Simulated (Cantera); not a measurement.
A closed system holds: 1 mol S, a varied amount of O2, equilibrated at 1898.15 K and 14.0 bar.

These are equilibrium values from Cantera (NASA tables, ideal gas, pure condensed phases), not measurements of a reactor. Candidate condensed phases: S; 10 gas species. Equilibrium is a limit: real reactors are often held back by kinetics, nucleation or transport.

**Question.** At 0.56 mol O2, list the 5 most abundant gas species with their mole fractions, and the condensed phases.

**Answer.** SO2 0.695, S2 0.257, S2O 0.0272, SO 0.0202, S 0.000213. Condensed: gas only.
